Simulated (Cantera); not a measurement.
**Silicon carbide growth: SiCl4 + C2H2 + H2**

Input: 1 mol SiCl4, 0.0093 mol C2H2, 140 mol H2, equilibrated at 75.0 Torr.

Equilibrium computed with Cantera from the NASA thermochemical tables; the gas is ideal and each condensed phase is pure. Candidate condensed phases: C, C6H6, C7H8, C8H18, Si, SiC; 109 gas species. Mutual solubility and eutectic melting of coexisting phases are not modelled. The tables' values for SiCl, SiCl3 are old estimates; treat these amounts as uncertain. Gases not in the tables: Si2H6 and higher silanes. The numbers say what is thermodynamically allowed, not how fast it happens.

```tsv
T (°C)	x H2	x H	x HCl	x Si	n Si(s)	n SiC(s)	n Si(l)
1275	0.974	9.61e-5	0.0241	3.18e-7	0.694	0.0184	0
1350	0.974	0.000216	0.0240	1.56e-6	0.683	0.0184	0
1425	0.974	0.000451	0.0239	6.57e-6	0	0.0184	0.676
1500	0.973	0.000887	0.0242	2.13e-5	0	0.0183	0.695
1575	0.972	0.00165	0.0245	6.27e-5	0	0.0181	0.704
1650	0.970	0.00293	0.0247	0.000170	0	0.0176	0.697
1725	0.968	0.00499	0.0248	0.000425	0	0.0160	0.659
1800	0.964	0.00817	0.0249	0.000997	0	0.0112	0.558
1875	0.958	0.0129	0.0248	0.00220	0	0	0.339
1950	0.948	0.0197	0.0248	0.00421	0	0	0
2025	0.938	0.0293	0.0254	0.00484	0	0	0
2100	0.924	0.0425	0.0256	0.00530	0	0	0
```
x: gas mole fraction; n: condensed amount in mol.

From 1275 °C to 1350 °C the condensed part is Si(s) + SiC(s). From 1425 °C to 1800 °C the condensed part is Si(l) + SiC(s). At 1875 °C the condensed part is Si(l). From 1950 °C to 2100 °C nothing is condensed. The main Si-bearing gas is SiCl2 at 1275 °C and Si at 2100 °C.
